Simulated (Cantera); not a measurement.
An adiabatic, constant-pressure homogeneous reactor starts with H2 : O2 : N2 = 1 : 0.833 : 3.13 (molar parts), at 1748 K and 1.58 atm. Integrator tolerance rtol = 1e-08.

Computed with Cantera and the H2/O2 subset of GRI-Mech 3.0, which has no nitrogen chemistry.

**Question.** What does this change do: O2 0.833 to 0.61 parts?

**Answer.** 
| quantity | before | after |
|---|---|---|
| time of steepest temperature rise | 4.41 µs | 5.10 µs |
| temperature at 3.00 s | 2799 K | 2822 K |
| equilibrium temperature | 2799 K | 2822 K |
| x(H2) at 3.00 s | 0.0124 (gas-phase equilibrium 0.0124) | 0.0214 (gas-phase equilibrium 0.0214) |
| x(O2) at 3.00 s | 0.0675 (gas-phase equilibrium 0.0675) | 0.0280 (gas-phase equilibrium 0.0280) |
| x(OH) at 3.00 s | 0.0306 (gas-phase equilibrium 0.0306) | 0.0261 (gas-phase equilibrium 0.0261) |
| x(HO2) at 3.00 s | 1.88e-5 (gas-phase equilibrium 1.88e-5) | 1.03e-5 (gas-phase equilibrium 1.03e-5) |
| x(H2O2) at 3.00 s | 7.71e-7 (gas-phase equilibrium 7.71e-7) | 5.23e-7 (gas-phase equilibrium 5.23e-7) |

**Question.** What does this change do: N2 3.13 to 2.5 parts?

**Answer.** 
| quantity | before | after |
|---|---|---|
| time of steepest temperature rise | 4.41 µs | 3.84 µs |
| temperature at 3.00 s | 2799 K | 2872 K |
| equilibrium temperature | 2799 K | 2872 K |
| x(H2) at 3.00 s | 0.0124 (gas-phase equilibrium 0.0124) | 0.0171 (gas-phase equilibrium 0.0171) |
| x(O2) at 3.00 s | 0.0675 (gas-phase equilibrium 0.0675) | 0.0773 (gas-phase equilibrium 0.0773) |
| x(OH) at 3.00 s | 0.0306 (gas-phase equilibrium 0.0306) | 0.0399 (gas-phase equilibrium 0.0399) |
| x(HO2) at 3.00 s | 1.88e-5 (gas-phase equilibrium 1.88e-5) | 2.55e-5 (gas-phase equilibrium 2.55e-5) |
| x(H2O2) at 3.00 s | 7.71e-7 (gas-phase equilibrium 7.71e-7) | 1.04e-6 (gas-phase equilibrium 1.04e-6) |
